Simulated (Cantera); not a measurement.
Feed: 1 mol FeS, 1.7 mol O₂, 26 mol N₂, at 1223 K and 0.0133 bar.

Cantera equilibrium calculation (NASA polynomials, part measured and part estimated; ideal gas, pure solids and liquids). Candidate condensed phases: Fe, FeO, FeS, FeSO₄, FeS₂, Fe₂O₃, Fe₂(SO₄)₃, Fe₃O₄, S; 19 gas species. Mutual solubility and eutectic melting of coexisting phases are not modelled. The numbers say what is thermodynamically allowed, not how fast it happens.

Base state: N₂ 0.963, SO₂ 0.0370, O₂ 8.04e-5 (mole fractions); condensed: Fe₂O₃(s) + Fe₃O₄(s).

**Question.** What changes in the equilibrium state with this change: temperature from 1223 K to 1698 K?

**Answer.** 
```
species         before     after
-------------  -------  --------
N₂               0.963     0.962
SO₂             0.0370    0.0369
O₂             8.04e-5   0.00114
NO             5.03e-6  0.000234
O              3.14e-9   1.28e-5
SO             5.20e-8   5.60e-5
Fe₂O₃(s), mol    0.186         0
Fe₃O₄(s), mol    0.209     0.333
```

**Question.** What changes in the equilibrium state with this change: temperature from 1223 K to 1448 K?

**Answer.** 
| species | before | after |
|---|---|---|
| N₂ | 0.963 | 0.962 |
| SO₂ | 0.0370 | 0.0370 |
| O₂ | 8.04e-5 | 0.00119 |
| NO | 5.03e-6 | 7.82e-5 |
| Fe₂O₃(s), mol | 0.186 | 0 |
| Fe₃O₄(s), mol | 0.209 | 0.333 |
